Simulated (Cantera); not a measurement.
Input: 1 mol PbO, 0.42 mol C, 2 mol H₂.

Equilibrium computed with Cantera from the NASA thermochemical tables; the gas is ideal and each condensed phase is pure. Candidate condensed phases: C, C₆H₆, C₇H₈, C₈H₁₈, H₂O, Pb, PbO, PbO₂, Pb₃O₄; 113 gas species. Rates play no part.

Q: What condenses at these points (T in °C, P in Pa): (1250, 1000000); (1325, 1000000); (1325, 56000); (1925, 1000000); (2000, 3200)?

A: 
```json
[
 {"T (°C)": "1250", "P in Pa": "1000000", "condensed phases": "Pb", "Pb condensed (%)": "99.3"},
 {"T (°C)": "1325", "P in Pa": "1000000", "condensed phases": "Pb", "Pb condensed (%)": "98.5"},
 {"T (°C)": "1325", "P in Pa": "56000", "condensed phases": "Pb", "Pb condensed (%)": "71.1"},
 {"T (°C)": "1925", "P in Pa": "1000000", "condensed phases": "Pb", "Pb condensed (%)": "24.6"},
 {"T (°C)": "2000", "P in Pa": "3200", "condensed phases": "gas only", "Pb condensed (%)": "0.0"}
]
```
